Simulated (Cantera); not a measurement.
## Adiabatic ignition

An adiabatic, constant-volume homogeneous reactor starts with C₃H₈ : O₂ : N₂ = 1 : 2.27 : 8.55 (molar parts), at 1625 K and 1.90 bar.

Computed with Cantera and GRI-Mech 3.0 (53 species, 325 reactions). GRI-Mech 3.0 was tuned for natural gas; its chemistry of propane as a main component is partial and can be far from experiment.

```csv
t (s),T (K),P (bar),x C₃H₈,x O₂,x C₂H₆,x CH₄,x HCN
5.00e-6,1596,1.90,0.0691,0.185,0.00187,0.00134,2.96e-10
1.75e-5,1907,2.55,0.00329,0.106,0.00239,0.0137,1.70e-7
6.15e-5,2887,4.49,<1e-12,3.79e-5,<1e-12,2.54e-9,5.38e-5
0.000215,2872,4.47,<1e-12,4.68e-5,<1e-12,1.65e-10,1.26e-6
0.000755,2873,4.47,<1e-12,4.74e-5,<1e-12,1.61e-10,9.81e-7
0.00265,2873,4.47,<1e-12,4.74e-5,<1e-12,1.60e-10,9.62e-7
0.00928,2873,4.47,<1e-12,4.74e-5,<1e-12,1.60e-10,9.62e-7
0.0325,2873,4.47,<1e-12,4.74e-5,<1e-12,1.60e-10,9.62e-7
0.114,2873,4.47,<1e-12,4.74e-5,<1e-12,1.60e-10,9.62e-7
0.400,2873,4.47,<1e-12,4.74e-5,<1e-12,1.60e-10,9.62e-7
```
x: mole fraction; the columns are a selection and need not sum to one.

* **time of steepest temperature rise**: 19.7 µs
* **temperature at 0.400 s**: 2873 K
* **equilibrium temperature**: 2873 K
* **x(C₃H₈) at 0.400 s**: <1e-12 (gas-phase equilibrium <1e-12)
* **x(O₂) at 0.400 s**: 4.74e-5 (gas-phase equilibrium 4.74e-5)
* **x(C₂H₆) at 0.400 s**: <1e-12 (gas-phase equilibrium <1e-12)
